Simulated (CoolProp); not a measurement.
Saturation properties of propylene (Tc = 364.2 K, pc = 4.555 MPa, ω = 0.146).

The numbers come from the reference Helmholtz-energy equation of state, Lemmon 2013 in CoolProp.

| T (K) | p (MPa) | liquid density (kg/m³) | enthalpy of vaporisation (kJ/kg) | liquid cp (kJ/(kg K)) | vapour Z | liquid viscosity (µPa s) |
|---|---|---|---|---|---|---|
| 169.1 | 0.002836 | 676.2 | 496.3 | 2.068 | 0.9975 | 422 |
| 172.4 | 0.003768 | 672.5 | 493.1 | 2.070 | 0.9969 | 399 |
| 175.7 | 0.004945 | 668.7 | 489.8 | 2.073 | 0.9962 | 378 |
| 179.1 | 0.006466 | 664.9 | 486.5 | 2.077 | 0.9953 | 358 |
| 182.4 | 0.008297 | 661.1 | 483.2 | 2.081 | 0.9943 | 341 |
| 185.7 | 0.01054 | 657.3 | 480.0 | 2.086 | 0.9932 | 324 |
| 189 | 0.01326 | 653.5 | 476.7 | 2.092 | 0.9919 | 309 |
| 192.3 | 0.01652 | 649.7 | 473.5 | 2.097 | 0.9904 | 295 |
| 195.6 | 0.02042 | 645.9 | 470.2 | 2.104 | 0.9888 | 282 |
| 199 | 0.02519 | 641.9 | 466.8 | 2.111 | 0.9869 | 270 |
| 202.3 | 0.03064 | 638.1 | 463.5 | 2.119 | 0.9848 | 258 |
| 205.6 | 0.03701 | 634.2 | 460.1 | 2.127 | 0.9825 | 248 |
| 208.9 | 0.04440 | 630.2 | 456.7 | 2.136 | 0.9801 | 238 |

It boils at 225.5 K under 1 atm.

Viscosity comes from a separate model (Huber 2003), an estimate that may be off by 10 % or more.
